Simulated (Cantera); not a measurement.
A freely propagating, adiabatic, planar premixed flame of H2 : O2 : N2 = 1 : 0.208 : 0.783 (molar parts), equivalence ratio 2.4, unburnt at 700 K and 2.00 bar; mixture-averaged transport, grid criteria slope 0.08 and curve 0.16, no radiation.

Cantera simulation using the H2/O2 subset of GRI-Mech 3.0, which has no nitrogen chemistry; the numbers are that mechanism's predictions, not measurements. Burning velocities carry a grid error of a few per cent, more on coarse grids.

Question: How do the results move with these cheaper or finer settings: unity-Lewis-number transport; multicomponent transport; multicomponent+Soret transport; grid criteria slope 0.5, curve 1; grid criteria slope 0.25, curve 0.5; grid criteria slope 0.03, curve 0.06?

Answer: 
```tsv
setting	laminar burning velocity	thermal thickness	peak x(H2O2)	peak x(H)	grid points
as above	1190 cm/s	0.205 mm	7.75e-6	0.0812	140
unity-Lewis-number transport	740 cm/s	0.184 mm	5.56e-6	0.0814	127
multicomponent transport	1170 cm/s	0.206 mm	7.67e-6	0.0811	140
multicomponent+Soret transport	1140 cm/s	0.203 mm	8.07e-6	0.0803	140
grid criteria slope 0.5, curve 1	1410 cm/s	0.306 mm	7.04e-6	0.0828	45
grid criteria slope 0.25, curve 0.5	1270 cm/s	0.237 mm	7.08e-6	0.0820	60
grid criteria slope 0.03, curve 0.06	1180 cm/s	0.198 mm	7.89e-6	0.0812	280
```
Unity Lewis numbers drop preferential diffusion, which matters most where H2 and H carry the flame; Soret adds thermal diffusion.
